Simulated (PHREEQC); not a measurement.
Make-up at 85 °C: 6.8e-05 mol NH4HF2 per kg of water. Closed to the air; pH follows from the charge balance.

Model: ion-association model, wateq4f.dat, run in PHREEQC.

Precipitation was switched off in this run.

**Question.** Predict the pH, ionic strength.

**Answer.** pH 4.36; ionic strength 0.000112 mol/kgw.

**Question.** In which forms is F present?

**Answer.** F- 82 %, HF 18 % of the F.

At this temperature some constants are extrapolated from 25 °C, and those without enthalpy data are left unchanged.
